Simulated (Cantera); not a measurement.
An adiabatic, constant-pressure homogeneous reactor starts with 8.43 % CH4, 0.303 % C2H6, 14.9 % O2, 56.1 % N2, 20.2 % H2O, at 1275 K and 19.0 bar.

Detailed kinetics in Cantera: GRI-Mech 3.0 (53 species, 325 reactions). The pressure lies above the range GRI-Mech 3.0 was tuned for (to about 10 atm).

One state of this run: T (K) = 2530; x CH4 = 2.36e-12; x C2H6 = <1e-12; x O2 = 0.000328; x H2O2 = 1.99e-7; x HCO = 9.06e-8. x: mole fraction; the columns are a selection and need not sum to one.

Which value of t (s) does it belong to?
A. 0.00646
B. 0.000300
C. 6.46e-5
D. 3.00e-6

A, 0.00646
